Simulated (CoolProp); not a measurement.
Vapour-liquid equilibrium of R22 (1) + R114 (2) at 332.7 K; x and y are mole fractions of (1).

Computed with CoolProp (multi-fluid Helmholtz-energy mixture model, Kamei 1995 and Platzer 1990; pair parameters Bell 2016). This equation is an older, rougher fit; its heat capacities, sound speeds and derivatives of the liquid may be far off and weren't checked against measurements.

```csv
x,bubble pressure (kPa),y at the bubble point,dew pressure at overall composition x (kPa),liquid density (mol/L)
0.05,701.1,0.194,601.8,7.969
0.2,1023,…,706.1,8.380
0.35,1291,0.629,848.5,…
0.5,1537,0.731,1050,9.374
0.65,1782,0.817,1338,9.993
0.8,2037,0.896,1732,10.73
0.95,2309,…,2222,11.61
```

**Question.** Complete the blanks.

**Answer.** 
- 0.2, y at the bubble point: 0.483
- 0.35, liquid density (mol/L): 8.843
- 0.95, y at the bubble point: 0.974

No azeotrope shows between x = 0.05 and 0.95.

Pair parameters are fitted to limited data, so mixtures are less certain than the pure fluids.
